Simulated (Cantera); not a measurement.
Feed: 1 mol Si3N4, 2.8 mol Cl2, 4.4 mol N2, at 1400 °C and 13.3 mbar.

These are equilibrium values from Cantera (NASA tables, ideal gas, pure condensed phases), not measurements of a reactor. Candidate condensed phases: Si, Si3N4; 13 gas species. The tables' values for SiCl3, SiCl are old estimates; treat these amounts as uncertain. The numbers say what is thermodynamically allowed, not how fast it happens.

Base state: N2 0.696, SiCl2 0.283, SiCl3 0.0178, SiCl4 0.00233, Cl 0.000454, SiCl 9.37e-5 (mole fractions); condensed: Si3N4(s).

**Question.** What changes in the equilibrium state with this change: pressure from 13.3 mbar to 10.0 mbar?

**Answer.** 
| species | before | after |
|---|---|---|
| N2 | 0.696 | 0.695 |
| SiCl2 | 0.283 | 0.288 |
| SiCl3 | 0.0178 | 0.0144 |
| Si | 7.07e-6 | 1.14e-5 |
| SiCl4 | 0.00233 | 0.00150 |
| SiCl | 9.37e-5 | 0.000120 |
| Si3N4(s), mol | 0.100 | 0.0930 |
